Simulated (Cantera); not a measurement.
## Ignition delay

Mixture: CH4 : O2 : N2 = 1 : 5 : 15.5 (molar parts), equivalence ratio 0.40, at 2.80 bar, adiabatic and at constant volume. Ignition delay is the time to a rise of 400 K.

Detailed kinetics in Cantera: GRI-Mech 3.0 (53 species, 325 reactions).

```
T0 (K)  delay (ms)
------  ----------
1023           135
1123          27.7
1223          6.89
1323          1.99
1423         0.670
1523         0.262
1623         0.117
1723        0.0589
```

| Quantity | Value |
|---|---|
| apparent activation energy between 1523 and 1723 K | 160 kJ/mol |
